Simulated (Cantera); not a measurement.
A closed system holds: 1 mol Cu₂O, 4.1 mol C, 0.19 mol N₂, at 5.50 bar.

These are equilibrium values from Cantera (NASA tables, ideal gas, pure condensed phases), not measurements of a reactor. Candidate condensed phases: C, Cu, CuO, Cu₂O; 27 gas species. Equilibrium is a limit: real reactors are often held back by kinetics, nucleation or transport.

Question: At 2200 K, list the 5 most abundant gas species with their mole fractions, and the condensed phases.

Answer: CO 0.837, N₂ 0.159, Cu 0.00422, CO₂ 4.16e-5, Cu₂ 3.21e-5. Condensed: C(graphite) + Cu(l).
